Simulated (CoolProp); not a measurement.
Vapour-liquid equilibrium of n-pentane (1) + benzene (2) at 3.04 bar; x and y are mole fractions of (1).

Model: multi-fluid Helmholtz-energy mixture model, Thol 2019 and Thol 2012; pair parameters Bell 2016, in CoolProp.

```csv
x,bubble temperature (°C),y at the bubble point,dew temperature at overall composition x (°C),liquid density (mol/L)
0.05,114.1,0.177,118.8,9.749
0.15,104.3,0.410,115.1,9.589
0.25,97.4,0.553,111.2,9.397
0.35,92.1,0.651,107.0,9.192
0.45,88.0,0.725,102.5,8.982
0.55,84.5,0.785,97.5,8.773
0.65,81.4,0.838,92.2,8.569
0.75,78.7,0.886,86.5,8.370
0.85,76.2,0.932,80.7,8.179
0.95,73.8,0.977,75.2,7.995
```

No azeotrope shows between x = 0.05 and 0.95.

The pair parameters rest on a limited set of measurements; away from them the model extrapolates.
